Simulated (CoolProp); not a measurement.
Vapour-liquid equilibrium of n-decane (1) + n-dodecane (2) at 0.367 MPa; x and y are mole fractions of (1).

Model: multi-fluid Helmholtz-energy mixture model, Lemmon 2006 and Lemmon 2004; pair parameters Bell 2016, in CoolProp.

Question: Give the bubble temperature and the first vapour's composition at x = 0.65, 0.8, 0.95. Is there an azeotrope?

Answer: x = 0.65: 519.0 K, y = 0.794; x = 0.8: 513.0 K, y = 0.894; x = 0.95: 507.6 K, y = 0.976. No azeotrope shows between x = 0.05 and 0.95.

The pair parameters rest on a limited set of measurements; away from them the model extrapolates.
